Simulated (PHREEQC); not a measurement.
Make-up at 25 °C: 21 mmol/kgw H2SeO4, 12 mmol/kgw NH3 and 3.1 mmol/kgw CaCl2. Closed to the air; pH follows from the charge balance.

The numbers come from PHREEQC with the ion-association model, wateq4f.dat.

Task: The ionic strength comes out as 0.0587 mol/kgw. What activity coefficients do Cl-, HSeO4-, Ca+2, NH4+, SeO4-2 get?

Result: Cl- 0.80, HSeO4- 0.81, Ca+2 0.45, NH4+ 0.81, SeO4-2 0.43.

This is a speciation only: nothing precipitates in the calculation.
